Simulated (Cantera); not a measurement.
## Si + HCl + H2 + Cl2 (chlorosilane synthesis and conversion)

Charge: 1 mol Si, a varied amount of HCl, 11 mol H2, 1.1 mol Cl2, equilibrated at 275 °C and 1.50 bar.

Method: chemical equilibrium by Gibbs-energy minimisation in Cantera with the NASA 1993 tables (ideal gas, pure condensed phases). Candidate condensed phases: Si; 19 gas species. Kinetics and transport are ignored.

From 0.62 mol HCl to 1.1 mol HCl the condensed part is Si(s). From 1.4 mol HCl to 2.5 mol HCl nothing is condensed. The main Si-bearing gas is SiHCl3 at 0.62 mol HCl and SiCl4 at 2.5 mol HCl.

```json
[
 {"n(HCl) (mol)": "0.62", "x H2": "0.932", "x SiCl4": "0.0333", "x HCl": "6.64e-6", "x SiHCl3": "0.0336", "x SiH2Cl2": "0.00142", "x SiH3Cl": "1.10e-5", "n Si(s)": "0.187"},
 {"n(HCl) (mol)": "0.76", "x H2": "0.929", "x SiCl4": "0.0349", "x HCl": "6.71e-6", "x SiHCl3": "0.0347", "x SiH2Cl2": "0.00145", "x SiH3Cl": "1.11e-5", "n Si(s)": "0.147"},
 {"n(HCl) (mol)": "0.93", "x H2": "0.926", "x SiCl4": "0.0368", "x HCl": "6.79e-6", "x SiHCl3": "0.0360", "x SiH2Cl2": "0.00148", "x SiH3Cl": "1.11e-5", "n Si(s)": "0.0992"},
 {"n(HCl) (mol)": "1.1", "x H2": "0.923", "x SiCl4": "0.0386", "x HCl": "6.86e-6", "x SiHCl3": "0.0373", "x SiH2Cl2": "0.00151", "x SiH3Cl": "1.12e-5", "n Si(s)": "0.0514"},
 {"n(HCl) (mol)": "1.4", "x H2": "0.920", "x SiCl4": "0.0488", "x HCl": "1.06e-5", "x SiHCl3": "0.0304", "x SiH2Cl2": "0.000794", "x SiH3Cl": "3.81e-6", "n Si(s)": "0"},
 {"n(HCl) (mol)": "1.7", "x H2": "0.922", "x SiCl4": "0.0703", "x HCl": "5.97e-5", "x SiHCl3": "0.00780", "x SiH2Cl2": "3.63e-5", "x SiH3Cl": "3.09e-8", "n Si(s)": "0"},
 {"n(HCl) (mol)": "2.1", "x H2": "0.901", "x SiCl4": "0.0757", "x HCl": "0.0227", "x SiHCl3": "2.16e-5", "x SiH2Cl2": "2.57e-10", "x SiH3Cl": "<1e-12", "n Si(s)": "0"},
 {"n(HCl) (mol)": "2.5", "x H2": "0.875", "x SiCl4": "0.0735", "x HCl": "0.0515", "x SiHCl3": "8.98e-6", "x SiH2Cl2": "4.59e-11", "x SiH3Cl": "<1e-12", "n Si(s)": "0"}
]
```
x: gas mole fraction; n: condensed amount in mol.
